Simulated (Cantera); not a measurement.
Feed: 1 mol Pb, 0.85 mol H2, 5.5 mol N2, equilibrated at 1423 K and 14.0 mbar.

Method: chemical equilibrium by Gibbs-energy minimisation in Cantera with the NASA 1993 tables (ideal gas, pure condensed phases). Candidate condensed phases: Pb; 11 gas species. Kinetics and transport are ignored.

Q: What is the equilibrium state?

A: 
```
Property                              Value
--------------------------------  ---------
x(N2)                                 0.748
x(Pb)                                 0.136
x(H2)                                 0.116
x(H)                                1.91e-5
x(Pb2)                              5.77e-6
gas amount                        7.350 mol
log10 activity of Pb(l) (absent)      -0.77
```
